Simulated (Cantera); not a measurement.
Carbon deposition, reforming and gasification: C₂H₄ + CO₂ + H₂

Input: 1 mol C₂H₄, 0.1 mol CO₂, 1.4 mol H₂, at 0.100 bar.

These are equilibrium values from Cantera (NASA tables, ideal gas, pure condensed phases), not measurements of a reactor. Candidate condensed phases: C, C₆H₆, C₇H₈, C₈H₁₈, H₂O; 131 gas species. Ions and electrons are included (thermal ionisation). Kinetics and transport are ignored.

```json
[
 {"T (°C)": "2727", "log p H": "-1.43", "log p H₂": "-1.26", "log p C": "-4.30", "log p C₃": "-3.51", "log p CO": "-2.35", "log p C₂H₂ (acetylene)": "-2.47", "log p C₂": "-4.50", "log p C₂H": "-3.40", "n C(graphite)": "1.50"},
 {"T (°C)": "3227", "log p H": "-1.15", "log p H₂": "-1.84", "log p C": "-2.75", "log p C₃": "-2.22", "log p CO": "-2.52", "log p C₂H₂ (acetylene)": "-2.97", "log p C₂": "-2.94", "log p C₂H": "-2.78", "n C(graphite)": "0"},
 {"T (°C)": "3727", "log p H": "-1.10", "log p H₂": "-2.60", "log p C": "-2.03", "log p C₃": "-2.54", "log p CO": "-2.60", "log p C₂H₂ (acetylene)": "-4.51", "log p C₂": "-2.63", "log p C₂H": "-3.32", "n C(graphite)": "0"},
 {"T (°C)": "4227", "log p H": "-1.11", "log p H₂": "-3.30", "log p C": "-1.73", "log p C₃": "-3.60", "log p CO": "-2.64", "log p C₂H₂ (acetylene)": "-6.36", "log p C₂": "-2.93", "log p C₂H": "-4.34", "n C(graphite)": "0"},
 {"T (°C)": "4727", "log p H": "-1.12", "log p H₂": "-3.85", "log p C": "-1.68", "log p C₃": "-5.01", "log p CO": "-2.65", "log p C₂H₂ (acetylene)": "-8.20", "log p C₂": "-3.54", "log p C₂H": "-5.52", "n C(graphite)": "0"}
]
```
log p: log10 of the partial pressure in bar; n: condensed amount in mol.

At 2727 °C the condensed part is C(graphite). From 3227 °C to 4727 °C nothing is condensed. The main C-bearing gas is C₂H₂ (acetylene) at 2727 °C and C at 4727 °C.
